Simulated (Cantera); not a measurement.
Input (Python, Cantera) and output of one run.

```python
import numpy as np
import cantera as ct

gas_names = [...]  # 123 gases of nasa_gas.yaml made of C, H, O, Si
cond_names = """
    C(gr) C6H6(L) C7H8(L) C8H18(L),n-octa H2O(s) H2O(L) Si(cr) Si(L) SiC(b) SiO2(Lqz) SiO2(hqz) SiO2(L)
""".split()


# ... load() reads the species with a 1 bar reference pressure and builds the phases ...
atoms = {
    'HMDSO': {'Si': 2, 'C': 6, 'H': 18, 'O': 1},
    'O3': {'O': 3},
    'O2': {'O': 2},
}
top_T = {'C(gr)': 4500, 'SiC(b)': 3050}  # K; cautious upper limits of use, not melting points


# ... equilibrate(T, P, feed) seeds the gas with the atoms and calls Mixture.equilibrate('TP', solver="vcs", rtol=1e-11, max_steps=5000) ...
results = []
feed = {'HMDSO': 1, 'O3': 0.061, 'O2': 0.28}  # mol
T = 1273.15  # K
for P in [5, 26, 140, 710, 3700, 19000, 100000]:
    mix = equilibrate(T, P, feed)
    results.append((T, P, feed, dict(zip(mix.species_names, mix.species_moles))))

top = {s: max(r[3][s] / sum(r[3][g] for g in gas_names) for r in results) for s in gas_names}
cols = sorted((s for s in top if top[s] > 1e-06), key=lambda s: -top[s])[:6]
seen = [c for c in cond_names if any(r[3].get(c, 0) > 1e-12 for r in results)]
print("log10 of partial pressures in bar; condensed amounts in mol")
print(f"{'P/Pa':>10s}" + "".join(f"{s[:9]:>10s}" for s in cols + seen))
for T, P, feed, n in results:
    ng = sum(n[g] for g in gas_names)
    print(f"{P:10.4g}" + "".join(f"{np.log10(max(n[s] / ng * P / 1e5, 1e-99)):10.3f}" for s in cols)
          + "".join(f"{n.get(c, 0):10.4g}" for c in seen))
```

It prints:

```
log10 of partial pressures in bar; condensed amounts in mol
      P/Pa        H2        CO       CH4       SiO         H       H2O     C(gr)    SiC(b) SiO2(hqz)
         5    -4.378    -5.091   -10.784    -8.287    -8.335   -11.394     2.259     1.999         0
        26    -3.662    -4.375    -9.351    -7.571    -7.977    -9.962     2.259     1.999         0
       140    -2.931    -3.644    -7.889    -6.840    -7.611    -8.500     2.259     1.999         0
       710    -2.168    -3.509    -6.364    -6.705    -7.230    -7.603     4.256     1.334    0.6662
      3700    -1.436    -3.509    -4.899    -6.705    -6.864    -6.870     4.755     1.166    0.8335
   1.9e+04    -0.723    -3.509    -3.473    -6.705    -6.507    -6.157     4.834     1.136    0.8641
     1e+05    -0.004    -3.509    -2.036    -6.705    -6.148    -5.439     4.785      1.13    0.8701
```

Cantera equilibrium calculation (NASA polynomials, part measured and part estimated; ideal gas, pure solids and liquids). The feed counts by its element totals alone. Mutual solubility and eutectic melting of coexisting phases are not modelled. The tables hold silica as quartz up to 1696 K and as liquid above; real silica turns to tridymite and cristobalite and melts near 1996 K.
